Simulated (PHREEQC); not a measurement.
Make-up at 90 °C: 0.99 mmol/kgw TMAH, 2.8 mmol/kgw K2SO4 and 0.036 mmol/kgw Na2HPO4. Closed to the air; pH follows from the charge balance.

Model: ion-association model, phreeqc.dat, run in PHREEQC.

Precipitation was switched off in this run.

Task: Predict the pH.

Result: pH 9.35.

Task: In which forms is K present?

Result: K+ 97 %, KSO4- 2.9 % of the K.

Species that the database lacks are ignored. (CH3)4N+ isn't in the database: it is added as a free cation with an ion size of 4 Å. At this temperature some constants are extrapolated from 25 °C, and those without enthalpy data are left unchanged.
